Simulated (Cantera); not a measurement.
What does this Cantera script print?

```python
import numpy as np
import cantera as ct

gas = ct.Solution("gri30.yaml")
gas.TPX = 1525, 101325, {'CH4': 1, 'O2': 1.54, 'N2': 5.78}
reactor = ct.IdealGasReactor(gas, energy="on", clone=False)
net = ct.ReactorNet([reactor])
net.rtol, net.atol = 1e-08, 1e-16
show = ['CH4', 'O2', 'OH', 'H2O', 'CO', 'O', 'N2O']
times = np.geomspace(1e-06, 4, 12)

steps = ct.SolutionArray(gas, extra=["t"])
rows = []
print(f"{'t/s':>10s}{'T/K':>9s}{'P/Pa':>11s}" + "".join(f"{s:>11s}" for s in show))
for t in times:
    while net.time < t:
        t_next = net.step()
        steps.append(gas.state, t=t_next)
    rows.append([np.interp(t, steps.t, y) for y in (steps.T, steps.P, *steps(*show).X.T)])
    print(f"{t:10.3e}{rows[-1][0]:9.1f}{rows[-1][1]:11.4g}" + "".join(f"{x:11.3e}" for x in rows[-1][2:]))
rate = np.gradient(steps.T, steps.t)
print("integrator steps:", len(steps.t))
if steps.T.max() > steps.T[0] + 200:
    print(f"time of steepest temperature rise: {steps.t[rate.argmax()]:.4e} s")
gas.TPX = 1525, 101325, {'CH4': 1, 'O2': 1.54, 'N2': 5.78}
gas.equilibrate("UV")
print(f"equilibrium (UV): T = {gas.T:.1f} K  " + "  ".join(f"{s} {gas[s].X[0]:.3e}" for s in show))
```

It prints:

```
       t/s      T/K       P/Pa        CH4         O2         OH        H2O         CO          O        N2O
 1.000e-06   1525.0  1.013e+05  1.202e-01  1.851e-01  7.217e-09  1.546e-08  2.335e-13  4.725e-09  8.697e-14
 3.983e-06   1525.0  1.013e+05  1.202e-01  1.851e-01  1.110e-08  1.383e-07  1.079e-11  6.209e-09  7.068e-13
 1.586e-05   1525.0  1.013e+05  1.202e-01  1.851e-01  2.432e-08  1.016e-06  5.683e-10  9.757e-09  8.092e-12
 6.318e-05   1524.9  1.013e+05  1.202e-01  1.851e-01  9.668e-08  1.279e-05  5.379e-08  3.134e-08  9.761e-11
 2.516e-04   1525.7  1.014e+05  1.197e-01  1.849e-01  5.622e-07  2.616e-04  1.258e-05  1.984e-07  7.726e-10
 1.002e-03   2932.8  2.135e+05  1.163e-13  7.879e-03  2.186e-02  1.500e-01  7.646e-02  6.254e-03  3.916e-07
 3.991e-03   2944.3  2.139e+05  1.702e-13  6.286e-03  1.989e-02  1.512e-01  7.701e-02  5.082e-03  5.120e-07
 1.590e-02   2944.3  2.139e+05  1.702e-13  6.286e-03  1.989e-02  1.512e-01  7.701e-02  5.082e-03  5.120e-07
 6.331e-02   2944.3  2.139e+05  1.702e-13  6.286e-03  1.989e-02  1.512e-01  7.701e-02  5.082e-03  5.120e-07
 2.522e-01   2944.3  2.139e+05  1.702e-13  6.286e-03  1.989e-02  1.512e-01  7.701e-02  5.082e-03  5.120e-07
 1.004e+00   2944.3  2.139e+05  1.702e-13  6.286e-03  1.989e-02  1.512e-01  7.701e-02  5.082e-03  5.120e-07
 4.000e+00   2944.3  2.139e+05  1.702e-13  6.286e-03  1.989e-02  1.512e-01  7.701e-02  5.082e-03  5.120e-07
integrator steps: 1839
time of steepest temperature rise: 9.4957e-04 s
equilibrium (UV): T = 2944.3 K  CH4 2.106e-13  O2 6.286e-03  OH 1.989e-02  H2O 1.512e-01  CO 7.701e-02  O 5.082e-03  N2O 5.120e-07
```

Cantera simulation using GRI-Mech 3.0 (53 species, 325 reactions); the numbers are that mechanism's predictions, not measurements.
